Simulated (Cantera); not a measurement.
An isothermal, constant-pressure homogeneous reactor starts with C₂H₆ : N₂ = 1 : 37 (molar parts), at 1600 K and 10.00 Torr. Integrator tolerance rtol = 1e-08.

Cantera simulation using GRI-Mech 3.0 (53 species, 325 reactions); the numbers are that mechanism's predictions, not measurements. GRI-Mech 3.0 stops at C3 and has no aromatics, soot or wall deposition, so with more carbon than oxygen in the feed, carbon stays in small species such as C2H2 where larger ones or solid carbon would form. Radical loss at walls, strong at low pressure, is not modelled.

**Question.** What does this change do: pressure from 10.00 Torr to 100.0 Torr?

**Answer.** 
```tsv
quantity	before	after
x(C₂H₆) at 8.00 s	4.06e-8 (gas-phase equilibrium 1.18e-12)	1.88e-8 (gas-phase equilibrium 1.18e-10)
x(C₂H₂) at 8.00 s	0.0245 (gas-phase equilibrium 0.00570)	0.0247 (gas-phase equilibrium 0.00570)
x(CH₃) at 8.00 s	3.28e-5 (gas-phase equilibrium 1.49e-7)	7.08e-6 (gas-phase equilibrium 4.72e-7)
x(C₂H₄) at 8.00 s	3.88e-6 (gas-phase equilibrium 4.19e-7)	1.82e-5 (gas-phase equilibrium 4.19e-6)
x(H₂) at 8.00 s	0.0485 (gas-phase equilibrium 0.0499)	0.0492 (gas-phase equilibrium 0.0499)
```
